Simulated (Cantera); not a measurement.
## Equilibrium for chemical vapour transport: Si + HCl + H2

Input: 1 mol Si, 0.16 mol HCl, 1.8 mol H2, equilibrated at 1.00 bar.

Equilibrium computed with Cantera from the NASA thermochemical tables; the gas is ideal and each condensed phase is pure. Candidate condensed phases: Si; 19 gas species. The tables' values for SiCl3 are old estimates; treat these amounts as uncertain. Rates play no part.

```csv
T (K),x H2,x HCl,x SiHCl3,x SiCl4,n Si(s)
750,0.975,0.000400,0.0123,0.0111,0.953
800,0.975,0.000819,0.0120,0.0112,0.954
850,0.974,0.00154,0.0117,0.0111,0.954
900,0.974,0.00268,0.0114,0.0111,0.955
950,0.972,0.00438,0.0110,0.0108,0.956
1000,0.971,0.00678,0.0106,0.0105,0.957
1050,0.968,0.0100,0.00998,0.00993,0.959
1100,0.965,0.0141,0.00925,0.00917,0.961
1150,0.962,0.0191,0.00836,0.00818,0.963
1200,0.957,0.0248,0.00730,0.00696,0.965
1250,0.952,0.0310,0.00609,0.00557,0.968
1300,0.948,0.0372,0.00481,0.00414,0.970
```
x: gas mole fraction; n: condensed amount in mol.

From 750 K to 1300 K the condensed part is Si(s). The main Si-bearing gas is SiHCl3 throughout. The share of Si in condensed phases is highest at 1300 K (97.0 %) and lowest at 750 K (95.3 %).
